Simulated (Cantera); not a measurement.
Input (Python, Cantera) and output of one run.

```python
import numpy as np
import cantera as ct

gas_names = """
    CL CLO CL2 O O2 O3 Si SiCL SiCL2 SiCL3 SiCL4 SiO SiO2 Si2 Si3
""".split()
cond_names = """
    Si(cr) Si(L) SiO2(Lqz) SiO2(hqz) SiO2(L)
""".split()


# ... load() reads the species with a 1 bar reference pressure and builds the phases ...
atoms = {
    'SiCl4': {'Si': 1, 'CL': 4},
    'O3': {'O': 3},
    'O2': {'O': 2},
}
top_T = {}  # K; cautious upper limits of use, not melting points


# ... equilibrate(T, P, feed) seeds the gas with the atoms and calls Mixture.equilibrate('TP', solver="vcs", rtol=1e-11, max_steps=5000) ...
results = []
T = 1823  # K
P = 10000  # Pa
for m in [0.54, 0.91, 1.3, 1.6, 2, 2.4, 2.7, 3.1, 3.5, 3.8, 4.2]:
    feed = {'SiCl4': 1, 'O3': 0.058, 'O2': m}  # mol
    mix = equilibrate(T, P, feed)
    results.append((T, P, feed, dict(zip(mix.species_names, mix.species_moles))))
    x = sorted(zip(gas.X, gas.species_names), reverse=True)
    print(f"T = {T:g} K  P = {P:g} Pa  n(O2) = {m:g} mol  gas = {mix.phase_moles(0):.4g} mol")
    print("   x: " + "  ".join(f"{s} {v:.3e}" for v, s in x if v > 0.001))
    print("   condensed (mol): " + ("  ".join(f"{mix.phase(i).name} {mix.phase_moles(i):.4g}"
          for i in range(1, mix.n_phases) if mix.phase_moles(i) > 1e-12) or "none"))
```

It prints:

```
T = 1823 K  P = 10000 Pa  n(O2) = 0.54 mol  gas = 2.281 mol
   x: CL 5.718e-01  CL2 2.646e-01  SiCL4 1.622e-01  SiCL3 1.328e-03
   condensed (mol): SiO2(L) 0.627
T = 1823 K  P = 10000 Pa  n(O2) = 0.91 mol  gas = 2.964 mol
   x: CL 6.523e-01  CL2 3.442e-01  SiCL4 2.215e-03  O2 1.149e-03
   condensed (mol): SiO2(L) 0.9934
T = 1823 K  P = 10000 Pa  n(O2) = 1.3 mol  gas = 3.403 mol
   x: CL 5.971e-01  CL2 2.885e-01  O2 1.131e-01  CLO 1.107e-03
   condensed (mol): SiO2(L) 0.9999
T = 1823 K  P = 10000 Pa  n(O2) = 1.6 mol  gas = 3.735 mol
   x: CL 5.608e-01  CL2 2.545e-01  O2 1.832e-01  CLO 1.324e-03
   condensed (mol): SiO2(L) 1
T = 1823 K  P = 10000 Pa  n(O2) = 2 mol  gas = 4.172 mol
   x: CL 5.199e-01  O2 2.597e-01  CL2 2.187e-01  CLO 1.461e-03
   condensed (mol): SiO2(L) 1
T = 1823 K  P = 10000 Pa  n(O2) = 2.4 mol  gas = 4.606 mol
   x: CL 4.855e-01  O2 3.220e-01  CL2 1.907e-01  CLO 1.519e-03
   condensed (mol): SiO2(L) 1
T = 1823 K  P = 10000 Pa  n(O2) = 2.7 mol  gas = 4.929 mol
   x: CL 4.631e-01  O2 3.616e-01  CL2 1.735e-01  CLO 1.536e-03
   condensed (mol): SiO2(L) 1
T = 1823 K  P = 10000 Pa  n(O2) = 3.1 mol  gas = 5.357 mol
   x: CL 4.366e-01  O2 4.073e-01  CL2 1.542e-01  CLO 1.537e-03
   condensed (mol): SiO2(L) 1
T = 1823 K  P = 10000 Pa  n(O2) = 3.5 mol  gas = 5.784 mol
   x: O2 4.464e-01  CL 4.135e-01  CL2 1.383e-01  CLO 1.523e-03
   condensed (mol): SiO2(L) 1
T = 1823 K  P = 10000 Pa  n(O2) = 3.8 mol  gas = 6.102 mol
   x: O2 4.722e-01  CL 3.979e-01  CL2 1.281e-01  CLO 1.508e-03
   condensed (mol): SiO2(L) 1
T = 1823 K  P = 10000 Pa  n(O2) = 4.2 mol  gas = 6.525 mol
   x: O2 5.029e-01  CL 3.791e-01  CL2 1.163e-01  CLO 1.482e-03
   condensed (mol): SiO2(L) 1
```

Equilibrium computed with Cantera from the NASA thermochemical tables; the gas is ideal and each condensed phase is pure. The tables' values for SiCl3 are old estimates; treat these amounts as uncertain. The tables hold silica as quartz up to 1696 K and as liquid above; real silica turns to tridymite and cristobalite and melts near 1996 K.
